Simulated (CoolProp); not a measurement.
Vapour-liquid equilibrium of cyclohexane (1) + toluene (2) at 0.0187 MPa; x and y are mole fractions of (1).

The numbers come from the multi-fluid Helmholtz-energy mixture model, Zhou 2014 and Lemmon 2006; pair parameters Bell 2016 in CoolProp.

```json
[
 {"x": "0.05", "bubble temperature (°C)": "57.0", "y at the bubble point": "0.165", "dew temperature at overall composition x (°C)": "59.3", "liquid density (mol/L)": "9.018"},
 {"x": "0.15", "bubble temperature (°C)": "51.7", "y at the bubble point": "0.393", "dew temperature at overall composition x (°C)": "57.3", "liquid density (mol/L)": "9.048"},
 {"x": "0.25", "bubble temperature (°C)": "47.8", "y at the bubble point": "0.541", "dew temperature at overall composition x (°C)": "55.1", "liquid density (mol/L)": "9.066"},
 {"x": "0.35", "bubble temperature (°C)": "44.7", "y at the bubble point": "0.646", "dew temperature at overall composition x (°C)": "52.8", "liquid density (mol/L)": "9.077"},
 {"x": "0.45", "bubble temperature (°C)": "42.2", "y at the bubble point": "0.724", "dew temperature at overall composition x (°C)": "50.3", "liquid density (mol/L)": "9.084"},
 {"x": "0.55", "bubble temperature (°C)": "40.1", "y at the bubble point": "0.786", "dew temperature at overall composition x (°C)": "47.5", "liquid density (mol/L)": "9.087"},
 {"x": "0.65", "bubble temperature (°C)": "38.3", "y at the bubble point": "0.839", "dew temperature at overall composition x (°C)": "44.5", "liquid density (mol/L)": "9.090"},
 {"x": "0.75", "bubble temperature (°C)": "36.7", "y at the bubble point": "0.887", "dew temperature at overall composition x (°C)": "41.3", "liquid density (mol/L)": "9.092"},
 {"x": "0.85", "bubble temperature (°C)": "35.3", "y at the bubble point": "0.932", "dew temperature at overall composition x (°C)": "37.9", "liquid density (mol/L)": "9.095"},
 {"x": "0.95", "bubble temperature (°C)": "33.9", "y at the bubble point": "0.977", "dew temperature at overall composition x (°C)": "34.7", "liquid density (mol/L)": "9.099"}
]
```

No azeotrope shows between x = 0.05 and 0.95.

Pair parameters are fitted to limited data, so mixtures are less certain than the pure fluids.
